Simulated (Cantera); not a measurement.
Cantera with NASA thermochemical tables; ideal gases at 1 bar, condensed phases pure. Values are per mole of reaction as written; species without (g) are pure solids or liquids, kept so even where they would boil at 1 bar. VN: taken at fixed stoichiometry.

VN + 2 V₂O₅ = N(g) + 5 VO₂(g)

```csv
T (K),ΔH° (kJ),ΔS° (J/K),ΔG° (kJ),log10 K,condensed phases
450,[?],[?],[?],[?],"VN(s), V₂O₅(s)"
650,2595.8,1112.5,1872.7,-150.49,"VN(s), V₂O₅(s)"
850,[?],[?],[?],[?],"VN(s), V₂O₅(s)"
1050,2419.4,919.4,1454.0,-72.33,"VN(s), V₂O₅(l)"
1250,[?],[?],[?],[?],"VN(s), V₂O₅(l)"
1450,[?],[?],[?],[?],"VN(s), V₂O₅(l)"
1650,2338.3,858.4,922.0,-29.19,"VN(s), V₂O₅(l)"
1850,2311.2,842.9,751.9,-21.23,"VN(s), V₂O₅(l)"
```

**Question.** Some entries are withheld; supply them.

**Answer.** 
- 450, ΔH° (kJ): 2615.9
- 450, ΔS° (J/K): 1149.3
- 450, ΔG° (kJ): 2098.7
- 450, log10 K: -243.61
- 850, ΔH° (kJ): 2573.8
- 850, ΔS° (J/K): 1083.0
- 850, ΔG° (kJ): 1653.2
- 850, log10 K: -101.59
- 1250, ΔH° (kJ): 2392.3
- 1250, ΔS° (J/K): 895.9
- 1250, ΔG° (kJ): 1272.5
- 1250, log10 K: -53.17
- 1450, ΔH° (kJ): 2365.3
- 1450, ΔS° (J/K): 875.8
- 1450, ΔG° (kJ): 1095.4
- 1450, log10 K: -39.46
